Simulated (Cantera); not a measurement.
A perfectly stirred reactor is fed with H2 : O2 : N2 = 0.87 : 1 : 0.66 (molar parts), at 1.00 bar; it is held at 1050 K, and followed from long to short residence time.

Computed with Cantera and GRI-Mech 3.0 (53 species, 325 reactions). The temperature is held fixed by assumption; the heat of reaction is taken as removed at once.

Task: What does this change do: pressure from 1.00 bar to 0.450 bar?

Result: 
```tsv
quantity	before	after
x(H2) at τ = 4.50 s	0.00381	0.00248
x(O2) at τ = 4.50 s	0.271	0.271
x(N2O) at τ = 4.50 s	2.18e-7	1.68e-7
x(H2O) at τ = 4.50 s	0.411	0.412
x(H2O2) at τ = 4.50 s	3.08e-5	2.68e-5
x(H2) at τ = 0.110 s	0.0523	0.0233
x(O2) at τ = 0.110 s	0.288	0.278
x(N2O) at τ = 0.110 s	3.84e-8	4.87e-8
x(H2O) at τ = 0.110 s	0.351	0.387
x(H2O2) at τ = 0.110 s	0.000745	0.000263
```
